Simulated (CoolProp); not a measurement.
n-perfluorohexane along the isobar 368 kPa: fugacity coefficient from the reference equation and from simpler models built on Tc = 448.0 K, pc = 1742 kPa, ω = 0.497; each cubic takes its own stable root.

Computed with CoolProp (reference Helmholtz-energy equation of state, Gao 2022).

| T (K) | phase | reference | van der Waals | Peng-Robinson |
|---|---|---|---|---|
| 236.7 | liquid | 0.002211 | 0.1889 | 0.002526 |
| 267.1 | liquid | 0.01712 | 0.3766 | 0.01810 |
| 297.6 | liquid | 0.07830 | 0.6471 | 0.07978 |
| 328.1 | liquid | 0.2466 | 0.8697 | 0.2477 |
| 358.6 | liquid | 0.5927 | 0.8940 | 0.5931 |
| 389 | gas | 0.8792 | 0.9124 | 0.8738 |
| 419.5 | gas | 0.9075 | 0.9268 | 0.9016 |
| 450 | gas | 0.9279 | 0.9382 | 0.9227 |

At some of these states van der Waals gives the other phase, because its saturation line lies elsewhere.
